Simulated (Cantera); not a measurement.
# Equilibrium for hydrogen reduction and annealing atmospheres: TiO₂ + H₂

Input: 1 mol TiO₂, 570 mol H₂, at 6.38 Torr.

Method: chemical equilibrium by Gibbs-energy minimisation in Cantera with the NASA 1993 tables (ideal gas, pure condensed phases). Candidate condensed phases: H₂O, Ti, TiO, TiO₂, Ti₂O₃, Ti₃O₅, Ti₄O₇; 12 gas species. Mutual solubility and eutectic melting of coexisting phases are not modelled. The numbers say what is thermodynamically allowed, not how fast it happens.

At 1352 °C the condensed part is Ti₂O₃(s) + Ti₃O₅(s). From 1402 °C to 1652 °C the condensed part is Ti₂O₃(s).

```tsv
T (°C)	log p H₂	log p H	log p H₂O	log p TiO	n Ti₂O₃(s)	n Ti₃O₅(s)
1352	-2.07	-5.19	-5.22	-10.25	0.200	0.200
1402	-2.07	-4.97	-5.13	-9.67	0.500	0
1452	-2.07	-4.77	-5.13	-9.08	0.500	0
1502	-2.07	-4.57	-5.13	-8.53	0.500	0
1552	-2.07	-4.39	-5.13	-8.00	0.500	0
1602	-2.07	-4.22	-5.13	-7.51	0.499	0
1652	-2.08	-4.06	-5.13	-7.04	0.497	0
```
log p: log10 of the partial pressure in bar; n: condensed amount in mol.
